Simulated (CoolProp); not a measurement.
Vapour-liquid equilibrium of CH2F2 (R32) (1) + R236FA (2) at 241.4 K; x and y are mole fractions of (1).

Model: multi-fluid Helmholtz-energy mixture model, Tillner-Roth 1997 and Pan 2012; pair parameters Bell 2016, in CoolProp.

```csv
x,"bubble pressure, mixture model (kPa)","bubble pressure, Raoult's law (kPa)","y, mixture model","y, Raoult's law"
0.05,35.32,35.17,0.359,0.361
0.125,53.41,52.46,0.605,0.606
0.2,71.77,69.76,0.728,0.729
0.275,90.03,87.05,0.801,0.803
0.35,108.0,104.3,0.849,0.853
0.425,125.4,121.6,0.883,0.888
0.5,142.5,138.9,0.908,0.915
0.575,159.1,156.2,0.928,0.936
0.65,175.5,173.5,0.945,0.952
0.725,191.9,190.8,0.959,0.966
0.8,208.3,208.1,0.971,0.977
0.875,225.1,225.4,0.983,0.987
0.95,242.4,242.7,0.993,0.995
```

The largest gap from Raoult's law is +3.5 % in bubble pressure, at x = 0.35. No azeotrope shows between x = 0.05 and 0.95.

The pair parameters rest on a limited set of measurements; away from them the model extrapolates.
